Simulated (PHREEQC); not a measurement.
0.085 g of hydrous ferric oxide (600 m²/g; 0.2 weak and 0.005 strong sites per Fe, Dzombak-Morel constants, diffuse double layer) in 1 kg of water with 0.001 mol/kgw of an inert sodium salt and 0.0007 mmol/kgw SrCl2, at 25 °C; the pH is set by adding NaOH or the inert anion's acid. O2 is buffered at 0.21 atm. CO2 from the air is kept out. Nothing may precipitate in this run.

Model: ion-association model, wateq4f.dat, run in PHREEQC.

```json
[
 {"pH": "3", "Sr sorbed (%)": "0.0", "surface charge σ (C/m²)": "0.253", "surface potential ψ (mV)": "233"},
 {"pH": "3.67", "Sr sorbed (%)": "0.0", "surface charge σ (C/m²)": "0.153", "surface potential ψ (mV)": "221"},
 {"pH": "4.33", "Sr sorbed (%)": "0.0", "surface charge σ (C/m²)": "0.090", "surface potential ψ (mV)": "198"},
 {"pH": "5", "Sr sorbed (%)": "0.0", "surface charge σ (C/m²)": "0.050", "surface potential ψ (mV)": "169"},
 {"pH": "5.67", "Sr sorbed (%)": "0.0", "surface charge σ (C/m²)": "0.026", "surface potential ψ (mV)": "136"},
 {"pH": "6.33", "Sr sorbed (%)": "0.0", "surface charge σ (C/m²)": "0.013", "surface potential ψ (mV)": "101"},
 {"pH": "7.67", "Sr sorbed (%)": "4.3", "surface charge σ (C/m²)": "0.002", "surface potential ψ (mV)": "25"},
 {"pH": "8.33", "Sr sorbed (%)": "44.8", "surface charge σ (C/m²)": "-0.001", "surface potential ψ (mV)": "-12"},
 {"pH": "9", "Sr sorbed (%)": "93.6", "surface charge σ (C/m²)": "-0.004", "surface potential ψ (mV)": "-51"},
 {"pH": "9.67", "Sr sorbed (%)": "99.6", "surface charge σ (C/m²)": "-0.010", "surface potential ψ (mV)": "-88"},
 {"pH": "10.33", "Sr sorbed (%)": "100.0", "surface charge σ (C/m²)": "-0.023", "surface potential ψ (mV)": "-124"},
 {"pH": "11", "Sr sorbed (%)": "100.0", "surface charge σ (C/m²)": "-0.054", "surface potential ψ (mV)": "-154"}
]
```

The oxide is taken as insoluble; below pH 4 it would dissolve.
